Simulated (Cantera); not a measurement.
An isothermal, constant-pressure homogeneous reactor starts with 41.7 % CH4, 58.3 % H2, at 1375 K and 42000 Pa.

Model: GRI-Mech 3.0 (53 species, 325 reactions), integrated in Cantera. GRI-Mech 3.0 stops at C3 and has no aromatics, soot or wall deposition, so with more carbon than oxygen in the feed, carbon stays in small species such as C2H2 where larger ones or solid carbon would form.

Q: Predict: x(CH4) at 2.00 s; x(H2) at 2.00 s; x(CH3) at 2.00 s; x(C2H6) at 2.00 s; x(H) at 2.00 s.

A: 
| Item | Value |
|---|---|
| x(CH4) at 2.00 s | 0.388 (gas-phase equilibrium 0.217) |
| x(H2) at 2.00 s | 0.601 (gas-phase equilibrium 0.710) |
| x(CH3) at 2.00 s | 3.11e-5 (gas-phase equilibrium 2.73e-5) |
| x(C2H6) at 2.00 s | 0.000102 (gas-phase equilibrium 0.000132) |
| x(H) at 2.00 s | 2.42e-6 (gas-phase equilibrium 4.48e-6) |
